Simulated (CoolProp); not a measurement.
A simple Rankine cycle with methanol: condensing at 303.15 K, boiler at 0.823 MPa, turbine inlet 407.3 K, turbine efficiency 0.65, pump efficiency 0.8, no recuperator. Each further row changes one setting.

Computed with CoolProp (reference Helmholtz-energy equation of state, de Reuck 1993).

| case | thermal efficiency (%) | net work (kJ/kg) | heat in (kJ/kg) | turbine exit temperature (K) | volume ratio over the turbine |
|---|---|---|---|---|---|
| as stated | 14.4 | 181 | 1260 | 303.1 | 29.0 |
| turbine inlet 427.3 K | 14.5 | 192 | 1320 | 303.1 | 27.6 |
| condensing temperature 295.15 K | 15.5 | 198 | 1280 | 295.1 | 42.5 |
| boiler pressure 0.576 MPa | 13.2 | 171 | 1290 | 303.1 | 20.0 |
| turbine efficiency 0.55 | 12.1 | 153 | 1260 | 303.1 | 29.8 |

The expansion ends wet for: as stated; turbine inlet 427.3 K; condensing temperature 295.15 K; boiler pressure 0.576 MPa; turbine efficiency 0.55.
